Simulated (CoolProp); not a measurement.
200 sccm (0 °C, 1 atm) of nitrogen bubbles through liquid ethanol at 294.8 K and leaves saturated at a total pressure of 0.15 MPa (ideal gas phase). Each further row changes one setting.

Values from CoolProp's reference Helmholtz-energy equation of state, Schroeder 2014.

```
case                      vapour pressure (kPa)  mole fraction of vapour  delivery (mg/min)  delivery (sccm)  change of delivery for a bath 1 K warmer (%)
------------------------  ---------------------  -----------------------  -----------------  ---------------  --------------------------------------------
as stated                                  6.48                        …               18.6                …                                             …
bath temperature 299.8 K                      …                        …               25.2                …                                           6.2
total pressure 0.3 MPa                     6.48                   0.0216                  …                …                                           6.2
```

Q: Fill in the missing entries.

A: 
- as stated, mole fraction of vapour: 0.0432
- as stated, delivery (sccm): 9.03
- as stated, change of delivery for a bath 1 K warmer (%): 6.4
- bath temperature 299.8 K, vapour pressure (kPa): 8.67
- bath temperature 299.8 K, mole fraction of vapour: 0.0578
- bath temperature 299.8 K, delivery (sccm): 12.3
- total pressure 0.3 MPa, delivery (mg/min): 9.08
- total pressure 0.3 MPa, delivery (sccm): 4.42
